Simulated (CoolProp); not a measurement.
Model: reference Helmholtz-energy equation of state, Lemmon 2006, in CoolProp. It is a short technical equation, of lower accuracy than the large ones.

### Question
Give the vapour pressure (MPa), vapour density (kg/m³), enthalpy of vaporisation (kJ/kg) of saturated carbonyl sulfide at 250.6 K.

### Answer
```json
[
 {"T (K)": "250.6", "p (MPa)": "0.312", "vapour density (kg/m³)": "9.59", "enthalpy of vaporisation (kJ/kg)": "289"}
]
```
